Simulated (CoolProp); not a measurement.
Vapour-liquid equilibrium of toluene (1) + o-xylene (2) at 170.05 °C; x and y are mole fractions of (1).

Computed with CoolProp (multi-fluid Helmholtz-energy mixture model, Lemmon 2006 and Zhou 2012; pair parameters Bell 2016).

| x | bubble pressure (kPa) | y at the bubble point | dew pressure at overall composition x (kPa) | liquid density (mol/L) |
|---|---|---|---|---|
| 0.05 | 201.8 | 0.097 | 196.4 | … |
| 0.2 | 235.5 | 0.341 | 214.8 | 7.146 |
| 0.35 | 270.5 | 0.528 | 237.0 | … |
| 0.5 | 306.0 | 0.675 | 264.5 | 7.361 |
| 0.65 | 341.5 | 0.793 | 299.2 | 7.472 |
| 0.8 | 376.8 | 0.890 | 343.9 | 7.587 |
| 0.95 | 412.2 | … | … | 7.707 |

Q: Complete the blanks.

A: 
- 0.05, liquid density (mol/L): 7.041
- 0.35, liquid density (mol/L): 7.253
- 0.95, y at the bubble point: 0.974
- 0.95, dew pressure at overall composition x (kPa): 401.5

No azeotrope shows between x = 0.05 and 0.95.

Pair parameters are fitted to limited data, so mixtures are less certain than the pure fluids.
